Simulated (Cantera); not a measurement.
An adiabatic, constant-pressure homogeneous reactor starts with H₂ : O₂ : N₂ = 1 : 1.47 : 5.53 (molar parts), equivalence ratio 0.34, at 1425 K and 1.00 bar. Integrator tolerance rtol = 1e-08.

Computed with Cantera and GRI-Mech 3.0 (53 species, 325 reactions).

What does this change do: initial temperature 1425 to 1525 K?


```tsv
quantity	before	after
time of steepest temperature rise	20.1 µs	14.7 µs
temperature at 5.00 s	2243 K	2318 K
equilibrium temperature	2243 K	2318 K
x(H₂) at 5.00 s	0.000554 (gas-phase equilibrium 0.000554)	0.000855 (gas-phase equilibrium 0.000855)
x(O₂) at 5.00 s	0.122 (gas-phase equilibrium 0.122)	0.121 (gas-phase equilibrium 0.121)
x(HO₂) at 5.00 s	5.15e-6 (gas-phase equilibrium 5.15e-6)	6.41e-6 (gas-phase equilibrium 6.41e-6)
x(H) at 5.00 s	0.000169 (gas-phase equilibrium 0.000169)	0.000314 (gas-phase equilibrium 0.000314)
x(NO) at 5.00 s	0.0102 (gas-phase equilibrium 0.0102)	0.0119 (gas-phase equilibrium 0.0119)
```

What does this change do: constant volume in place of constant pressure?


```csv
quantity,before,after
time of steepest temperature rise,20.1 µs,20.0 µs
temperature at 5.00 s,2243 K,2398 K
equilibrium temperature,2243 K,2398 K
x(H₂) at 5.00 s,0.000554 (gas-phase equilibrium 0.000554),0.00104 (gas-phase equilibrium 0.00104)
x(O₂) at 5.00 s,0.122 (gas-phase equilibrium 0.122),0.119 (gas-phase equilibrium 0.119)
x(HO₂) at 5.00 s,5.15e-6 (gas-phase equilibrium 5.15e-6),8.94e-6 (gas-phase equilibrium 8.94e-6)
x(H) at 5.00 s,0.000169 (gas-phase equilibrium 0.000169),0.000407 (gas-phase equilibrium 0.000407)
x(NO) at 5.00 s,0.0102 (gas-phase equilibrium 0.0102),0.0138 (gas-phase equilibrium 0.0138)
```

What does this change do: pressure from 1.00 bar to 21.0 bar?


| quantity | before | after |
|---|---|---|
| time of steepest temperature rise | 20.1 µs | 1.84 µs |
| temperature at 5.00 s | 2243 K | 2264 K |
| equilibrium temperature | 2243 K | 2264 K |
| x(H₂) at 5.00 s | 0.000554 (gas-phase equilibrium 0.000554) | 0.000139 (gas-phase equilibrium 0.000139) |
| x(O₂) at 5.00 s | 0.122 (gas-phase equilibrium 0.122) | 0.123 (gas-phase equilibrium 0.123) |
| x(HO₂) at 5.00 s | 5.15e-6 (gas-phase equilibrium 5.15e-6) | 1.19e-5 (gas-phase equilibrium 1.19e-5) |
| x(H) at 5.00 s | 0.000169 (gas-phase equilibrium 0.000169) | 2.07e-5 (gas-phase equilibrium 2.07e-5) |
| x(NO) at 5.00 s | 0.0102 (gas-phase equilibrium 0.0102) | 0.0108 (gas-phase equilibrium 0.0108) |
The hydrogen kinetics of GRI-Mech 3.0 are dated; newer H2 mechanisms differ, most at raised pressure. The pressure lies above the range GRI-Mech 3.0 was tuned for (to about 10 atm).
